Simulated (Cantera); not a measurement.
Cantera run:

```python
import numpy as np
import cantera as ct

gas_names = [...]  # 77 gases of nasa_gas.yaml made of C, H, Ti
cond_names = """
    C(gr) C6H6(L) C7H8(L) C8H18(L),n-octa Ti(a) Ti(b) Ti(L) TiC(s) TiC(L)
""".split()


# ... load() reads the species with a 1 bar reference pressure and builds the phases ...
atoms = {
    'TiC': {'Ti': 1, 'C': 1},
    'C': {'C': 1},
    'H2': {'H': 2},
}
top_T = {'C(gr)': 4500}  # K; cautious upper limits of use, not melting points


# ... equilibrate(T, P, feed) seeds the gas with the atoms and calls Mixture.equilibrate('TP', solver="vcs", rtol=1e-11, max_steps=5000) ...
results = []
T = 2198.15  # K
P = 13332.2  # Pa
for m in [0.018, 0.023, 0.031, 0.04, 0.053, 0.07, 0.091]:
    feed = {'TiC': 1, 'C': m, 'H2': 3.9}  # mol
    mix = equilibrate(T, P, feed)
    results.append((T, P, feed, dict(zip(mix.species_names, mix.species_moles))))

top = {s: max(r[3][s] / sum(r[3][g] for g in gas_names) for r in results) for s in gas_names}
cols = sorted((s for s in top if top[s] > 0.0001), key=lambda s: -top[s])[:8]
seen = [c for c in cond_names if any(r[3].get(c, 0) > 1e-12 for r in results)]
print("log10 of partial pressures in bar; condensed amounts in mol")
print(f"{'n(C)':>10s}" + "".join(f"{s[:9]:>10s}" for s in cols + seen))
for T, P, feed, n in results:
    ng = sum(n[g] for g in gas_names)
    print(f"{feed['C']:10.4g}" + "".join(f"{np.log10(max(n[s] / ng * P / 1e5, 1e-99)):10.3f}" for s in cols)
          + "".join(f"{n.get(c, 0):10.4g}" for c in seen))
```

Result:

```
log10 of partial pressures in bar; condensed amounts in mol
      n(C)        H2         H C2H2,acet     C(gr)    TiC(s)
     0.018    -0.883    -2.695    -3.521         0         1
     0.023    -0.883    -2.695    -3.479  0.003178         1
     0.031    -0.883    -2.695    -3.479   0.01118         1
      0.04    -0.883    -2.695    -3.479   0.02018         1
     0.053    -0.883    -2.695    -3.479   0.03318         1
      0.07    -0.883    -2.695    -3.479   0.05018         1
     0.091    -0.883    -2.695    -3.479   0.07118         1
```

These are equilibrium values from Cantera (NASA tables, ideal gas, pure condensed phases), not measurements of a reactor. TiC: taken at fixed stoichiometry.
